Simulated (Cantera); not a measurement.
An isothermal plug-flow reactor at 1073 K and 1.28 atm (inlet), inlet velocity 0.5 m/s, active area per volume 550 1/m; feed 2.73 % CH₄, 1.43 % O₂, 93.9 % N₂, 1.90 % H₂O, equivalence ratio 3.8.

Detailed kinetics in Cantera: Deutschmann's 1995 Pt surface mechanism with GRI-Mech 3.0 gas chemistry. Catalytic surfaces can have several steady states; this one follows from the mechanism file's or the stated starting coverage. Mass transfer to the wall is taken as infinitely fast.

**Question.** Predict: x(CH₄) at z = 0.088 m; x(O₂) at z = 0.088 m; x(H₂O) at z = 0.088 m; x(CO₂) at z = 0.088 m; x(CO) at z = 0.088 m; θ(free Pt) at the exit; θ(H*) at the exit; θ(C*) at the exit.

**Answer.** 
* **x(CH₄) at z = 0.088 m**: 0.0130
* **x(O₂) at z = 0.088 m**: 0.000542
* **x(H₂O) at z = 0.088 m**: 0.0317
* **x(CO₂) at z = 0.088 m**: 5.98e-5
* **x(CO) at z = 0.088 m**: 0.0139
* **θ(free Pt) at the exit**: 0.0164
* **θ(H*) at the exit**: 0.00100
* **θ(C*) at the exit**: 0.982
